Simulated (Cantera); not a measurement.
Input: 1 mol Si₃N₄, 0.28 mol O₂, 920 mol N₂, 2.1 mol CO₂, held at 1152 °C and 0.000200 bar.

Equilibrium computed with Cantera from the NASA thermochemical tables; the gas is ideal and each condensed phase is pure. Candidate condensed phases: C, Si, SiC, SiO₂, Si₂N₂O, Si₃N₄; 34 gas species. The numbers say what is thermodynamically allowed, not how fast it happens.

Base state: N₂ 0.995, SiO 0.00251, CO 0.00227 (mole fractions); condensed: Si₂N₂O(s).

Task: What changes in the equilibrium state with this change: temperature from 1152 °C to 1425 °C?

Result: 
| species | before | after |
|---|---|---|
| N₂ | 0.995 | 0.995 |
| SiO | 0.00251 | 0.00287 |
| CO | 0.00227 | 0.00226 |
| Si | 1.02e-7 | 0.000361 |
| Si₂N₂O(s), mol | 0.340 | 0 |

Task: What changes in the equilibrium state with this change: temperature from 1152 °C to 1477 °C?

Result: 
```csv
species,before,after
N₂,0.995,0.994
SiO,0.00251,0.00287
CO,0.00227,0.00227
Si,1.02e-7,0.000363
"Si₂N₂O(s), mol",0.340,0
```
